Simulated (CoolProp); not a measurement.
The fluid at 508.36 K and 1.49 MPa flows at 0.33 m/s in a round tube of 12.7 mm bore and 0.25 µm roughness, fully developed (64/Re and Nu = 3.66 if laminar; Colebrook and Gnielinski if turbulent). The same conditions are run with several fluids, on thermodynamics alone (safety and materials aside).

Computed with CoolProp (reference Helmholtz-energy equation of state of each fluid (n-hexane: Thol 2019; methane: Setzmann 1991; ethanol: Schroeder 2014; water: Wagner 2002; propylene: Lemmon 2013)).

| fluid | Reynolds number | Darcy friction factor | pressure drop (Pa/m) | heat-transfer coefficient (W/(m² K)) | mass flow (kg/h) |
|---|---|---|---|---|---|
| n-hexane | 12700 | 0.0290 | 4.70 | (withheld) | 5.69 |
| methane | 1370 | 0.0468 | 1.14 | 20.4 | 0.851 |
| ethanol | 4880 | 0.0377 | (withheld) | 57.2 | (withheld) |
| water | 1640 | 0.0390 | (withheld) | 11.7 | 1.02 |
| propylene | (withheld) | (withheld) | (withheld) | 53.0 | (withheld) |

Problem. Complete the blanks.

Solution. 
- n-hexane, heat-transfer coefficient (W/(m² K)): 121
- ethanol, pressure drop (Pa/m): 2.85
- ethanol, mass flow (kg/h): 2.66
- water, pressure drop (Pa/m): 1.13
- propylene, Reynolds number: 4370
- propylene, Darcy friction factor: 0.0389
- propylene, pressure drop (Pa/m): 2.57
- propylene, mass flow (kg/h): 2.32

Transport values come from each fluid's own correlations; those of propylene are estimates that may be off by 10 % or more.
